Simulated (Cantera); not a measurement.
Input (Python, Cantera):

```python
import numpy as np
import cantera as ct

gas = ct.Solution("gri30.yaml")


def delay(T, t_max=10):
    gas.TPX = T, 57000, {'C2H4': 1, 'O2': 3.49, 'N2': 13.1, 'H2O': 0.73, 'H2': 0.068}
    reactor = ct.IdealGasReactor(gas, clone=False)
    net = ct.ReactorNet([reactor])
    net.rtol, net.atol = 1e-8, 1e-16
    while net.time < t_max:
        t_old, T_old = net.time, reactor.T
        net.step()
        if reactor.T > T + 400:  # ignition: a rise of 400 K
            return t_old + (T + 400 - T_old) / (reactor.T - T_old) * (net.time - t_old)
    return np.nan


taus = []
for T in [1175, 1275, 1375, 1475, 1575, 1675, 1775, 1875]:
    taus.append(delay(T))
    print(f"T0 = {T:6g} K   tau = {taus[-1]:.4e} s")
```

Output:

```
T0 =   1175 K   tau = 4.4949e-04 s
T0 =   1275 K   tau = 1.4536e-04 s
T0 =   1375 K   tau = 7.9598e-05 s
T0 =   1475 K   tau = 5.1610e-05 s
T0 =   1575 K   tau = 3.6243e-05 s
T0 =   1675 K   tau = 2.6643e-05 s
T0 =   1775 K   tau = 2.0198e-05 s
T0 =   1875 K   tau = 1.5666e-05 s
```

Computed with Cantera and GRI-Mech 3.0 (53 species, 325 reactions). GRI-Mech 3.0 was tuned for natural gas; its chemistry of ethylene as a main component is partial and can be far from experiment.
